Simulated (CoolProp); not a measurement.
Properties of normal hydrogen along the isotherm -238.85 °C (Tc = -240.0 °C, pc = 1.296 MPa, ω = -0.219).

The numbers come from the reference Helmholtz-energy equation of state, Leachman 2009 in CoolProp.

| p (MPa) | phase | viscosity (µPa s) | conductivity (mW/(m K)) | fugacity coefficient |
|---|---|---|---|---|
| 0.054 | gas | 1.73 | 27.0 | 0.9877 |
| 0.108 | gas | 1.73 | 27.4 | 0.9754 |
| 0.162 | gas | 1.74 | (withheld) | 0.9632 |
| 0.216 | gas | 1.74 | 28.4 | 0.9510 |
| 0.27 | gas | 1.75 | 28.9 | 0.9388 |
| 0.324 | gas | 1.76 | (withheld) | (withheld) |
| 0.378 | gas | 1.77 | (withheld) | (withheld) |
| 0.432 | gas | 1.78 | 30.4 | 0.9026 |
| 0.486 | gas | 1.79 | 31.0 | 0.8905 |
| 0.54 | gas | (withheld) | 31.6 | 0.8785 |
| 0.594 | gas | 1.81 | 32.2 | 0.8665 |
| 0.648 | gas | 1.82 | 32.8 | 0.8546 |

Task: Some entries are withheld; supply them.

Result: 
- 0.162, conductivity (mW/(m K)): 27.9
- 0.324, conductivity (mW/(m K)): 29.4
- 0.324, fugacity coefficient: 0.9267
- 0.378, conductivity (mW/(m K)): 29.9
- 0.378, fugacity coefficient: 0.9146
- 0.54, viscosity (µPa s): 1.80

Viscosity comes from a separate model (Muzny 2013). Thermal conductivity comes from a separate model (Assael 2011).
